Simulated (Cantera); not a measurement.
Cantera run:

```python
import numpy as np
import cantera as ct

gas_names = """
    Electron C C+ C- CH CH+ CH2 CH3 CH2OH CH3O CH4 CH3OH CN CN+ CN- CO CO+ CO2 CO2+ COOH C2 C2+ C2- C2H
    CHCO,ketyl C2H2,acetylene C2H2,vinylidene CH2CO,ketene C2H3,vinyl CH3CN CH3CO,acetyl C2H4
    C2H4O,ethylen CH3CHO,ethanal CH3COOH (HCOOH)2 C2H5 C2H6 CH3OCH3 C2H5OH CCN CNC C2N2 C2O C3
    C3H3,propargyl C3H4,allene C3H4,propyne C3H4,cyclo- C3H5,allyl C3H6,propylene C3H6,cyclo- C3H6O
    C3H7,n-propyl C3H7,i-propyl C3H8 C3H8O,1propanol C3H8O,2propanol C3O2 C4 C4H2 C4H4,1,3-cyclo-
    C4H6,butadiene C4H6,2-butyne C4H6,cyclo- C4H8,1-butene C4H8,cis2-buten C4H8,tr2-butene
    C4H8,isobutene C4H8,cyclo- (CH3COOH)2 C4H9,n-butyl C4H9,i-butyl C4H9,s-butyl C4H9,t-butyl
    C4H10,isobutane C4H10,n-butane C4N2 C5 C5H6,1,3cyclo- C5H8,cyclo- C5H10,1-pentene C5H10,cyclo-
    C5H11,pentyl C5H11,t-pentyl C5H12,n-pentane C5H12,i-pentane CH3C(CH3)2CH3 C6H2 C6H5,phenyl
    C6H5O,phenoxy C6H6 C6H5OH,phenol C6H10,cyclo- C6H12,1-hexene C6H12,cyclo- C6H13,n-hexyl C7H7,benzyl
    C7H8 C7H8O,cresol C7H14,1-heptene C7H15,n-heptyl C7H16,n-heptane C8H8,styrene C8H10,ethylbenz
    C8H16,1-octene C8H17,n-octyl C8H18,isooctane C8H18,n-octane C9H19,n-nonyl C10H8,naphthale
    C10H21,n-decyl C12H9,o-bipheny C12H10,bipheny H H+ H- HCN HCO HCO+ HCCN HNC HNCO HNO HNO2 HNO3 HO2
    H2 H2+ H2- HCHO,formaldehy HCOOH H2O H2O+ H2O2 H3O+ N N+ N- NCO NH NH+ NH2 NH3 NH2OH NH4+ NO NO+ NO2
    NO2- NO3 NO3- N2 N2+ N2- N2H2 N2H4 N2O N2O+ O O+ O- OH OH+ OH- O2 O2+ O2- O3
""".split()
cond_names = """
    C(gr) C6H6(L) C7H8(L) C8H18(L),n-octa H2O(s) H2O(L)
""".split()


def load(file, names, dense=False):
    # The tables refer to 1 bar. Condensed volumes are neglected.
    table = {s.name: s for s in ct.Species.list_from_file(file)}
    out = []
    for n in names:
        d = dict(table[n].input_data)
        d["thermo"] = dict(d["thermo"], **{"reference-pressure": 1e5})
        if dense:
            d["equation-of-state"] = {"model": "constant-volume", "density": "1e6 g/cm^3"}
        out.append(ct.Species.from_dict(d))
    return out


gas = ct.Solution(thermo="ideal-gas", species=load("nasa_gas.yaml", gas_names))
cond = {s.name: ct.Solution(thermo="fixed-stoichiometry", species=[s], name=s.name)
        for s in load("nasa_condensed.yaml", cond_names, dense=True)}
atoms = {
    'acetone': {'C': 3, 'H': 6, 'O': 1},
    'H2': {'H': 2},
    'N2': {'N': 2},
}
top_T = {'C(gr)': 4500}  # K; cautious upper limits of use, not melting points


def equilibrate(T, P, feed):
    n = {}
    for name, mol in feed.items():
        for a, k in atoms[name].items():
            n[a] = n.get(a, 0.0) + k * mol
    gas.TPX = T, P, n
    mass = sum(n.values()) * gas.mean_molecular_weight
    gas.equilibrate("TP")
    valid = [c for c in cond.values() if c.min_temp <= T <= top_T.get(c.name, c.max_temp)]
    mix = ct.Mixture([(gas, mass / gas.mean_molecular_weight)] + [(c, 0.0) for c in valid])
    mix.T, mix.P = T, P
    mix.equilibrate("TP", solver="vcs", rtol=1e-11, max_steps=5000)
    return mix


results = []
feed = {'acetone': 1, 'H2': 4.8, 'N2': 1.9}  # mol
P = 220  # Pa
for T in [2500, 2750, 3000, 3250, 3500, 3750, 4000, 4250, 4500, 4750, 5000]:
    mix = equilibrate(T, P, feed)
    results.append((T, P, feed, dict(zip(mix.species_names, mix.species_moles))))

top = {s: max(r[3][s] / sum(r[3][g] for g in gas_names) for r in results) for s in gas_names}
cols = sorted((s for s in top if top[s] > 0.001), key=lambda s: -top[s])[:8]
seen = [c for c in cond_names if any(r[3].get(c, 0) > 1e-12 for r in results)]
print("log10 of partial pressures in bar; condensed amounts in mol")
print(f"{'T/K':>10s}" + "".join(f"{s[:9]:>10s}" for s in cols + seen))
for T, P, feed, n in results:
    ng = sum(n[g] for g in gas_names)
    print(f"{T:10.4g}" + "".join(f"{np.log10(max(n[s] / ng * P / 1e5, 1e-99)):10.3f}" for s in cols)
          + "".join(f"{n.get(c, 0):10.4g}" for c in seen))
```

It prints:

```
log10 of partial pressures in bar; condensed amounts in mol
       T/K         H        H2        N2         N         C        CO        C3       HCN     C(gr)
      2500    -3.119    -3.039    -3.521    -8.295    -6.779    -3.770    -6.304    -4.430      1.61
      2750    -2.872    -3.414    -3.622    -7.430    -5.423    -3.854    -4.773    -4.421    0.9728
      3000    -2.787    -3.970    -3.685    -6.699    -4.573    -3.920    -4.339    -4.804         0
      3250    -2.770    -4.552    -3.708    -6.064    -4.069    -3.947    -4.620    -5.384         0
      3500    -2.773    -5.088    -3.718    -5.513    -3.803    -3.961    -5.362    -6.059         0
      3750    -2.775    -5.553    -3.718    -5.032    -3.721    -3.967    -6.451    -6.788         0
      4000    -2.778    -5.960    -3.730    -4.616    -3.696    -3.971    -7.545    -7.479         0
      4250    -2.781    -6.323    -3.767    -4.261    -3.687    -3.976    -8.549    -8.116         0
      4500    -2.787    -6.652    -3.844    -3.968    -3.682    -3.991    -9.453    -8.710         0
      4750    -2.797    -6.954    -3.988    -3.742    -3.671    -4.039   -10.241    -9.277         0
      5000    -2.809    -7.235    -4.222    -3.590    -3.642    -4.167   -10.890    -9.823         0
```

These are equilibrium values from Cantera (NASA tables, ideal gas, pure condensed phases), not measurements of a reactor. The feed counts by its element totals alone.
